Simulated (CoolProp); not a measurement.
A single-stage vapour-compression cycle with n-perfluorohexane: evaporating at 296.15 K (dew point), condensing at 329.15 K (bubble point), superheat 8 K, subcooling 5 K, compressor efficiency 0.9, no pressure losses. Each further row changes one setting.

Computed with CoolProp (reference Helmholtz-energy equation of state, Gao 2022).

| case | cooling COP | pressure ratio | discharge temperature (K) | refrigerating effect (kJ/kg) | volumetric capacity (kJ/m³) |
|---|---|---|---|---|---|
| as stated | 6.86 | 3.62 | 329.1 | 70.3 | 259 |
| evaporating temperature 301.15 K | 8.58 | 2.91 | 329.1 | 74.4 | (withheld) |
| condensing temperature 324.15 K | (withheld) | (withheld) | 324.2 | 75.8 | 279 |
| subcooling 10 K | (withheld) | 3.62 | 329.1 | 75.8 | 279 |
| superheat 18 K | 7.25 | 3.62 | 329.1 | (withheld) | 279 |
| compressor efficiency 0.8 | (withheld) | 3.62 | 329.1 | 70.3 | 259 |

Problem. Complete the blanks.

Solution. 
- evaporating temperature 301.15 K, volumetric capacity (kJ/m³): 336
- condensing temperature 324.15 K, cooling COP: 8.47
- condensing temperature 324.15 K, pressure ratio: 3.04
- subcooling 10 K, cooling COP: 7.39
- superheat 18 K, refrigerating effect (kJ/kg): 78.7
- compressor efficiency 0.8, cooling COP: 6.10

The compression ends wet for: as stated; evaporating temperature 301.15 K; condensing temperature 324.15 K; subcooling 10 K; superheat 18 K; compressor efficiency 0.8.
